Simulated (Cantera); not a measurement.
Stirred combustor or abatement burner

A perfectly stirred reactor is fed with CH4 : O2 : N2 : CO2 = 1 : 1.54 : 11.8 : 0.39 (molar parts), equivalence ratio 1.3, at 240 Torr; it is adiabatic with a 548 K inlet, and is followed from long to short residence time, starting on the burning branch (τ in s: 0.45, 0.15, 0.048, 0.016, 0.0052, 0.0017, 0.00056, 0.00018, 6e-05).

Cantera simulation using GRI-Mech 3.0 (53 species, 325 reactions); the numbers are that mechanism's predictions, not measurements.

```tsv
τ (s)	T (K)	x CH4	x O2	x CO2	x C2H6	x H2O
0.45	1587	0.000705	0.000573	0.0552	2.93e-6	0.108
0.15	1580	0.000712	0.001000	0.0545	4.25e-6	0.108
0.048	1566	0.000802	0.00183	0.0533	5.99e-6	0.107
0.016	1538	0.00125	0.00395	0.0509	1.21e-5	0.106
0.0052	548	0.0679	0.105	0.0265	<1e-12	<1e-12
0.0017	548	0.0679	0.105	0.0265	<1e-12	<1e-12
0.00056	548	0.0679	0.105	0.0265	<1e-12	<1e-12
0.00018	548	0.0679	0.105	0.0265	<1e-12	<1e-12
6.0e-5	548	0.0679	0.105	0.0265	<1e-12	<1e-12
```
x: mole fraction; the columns are a selection and need not sum to one.
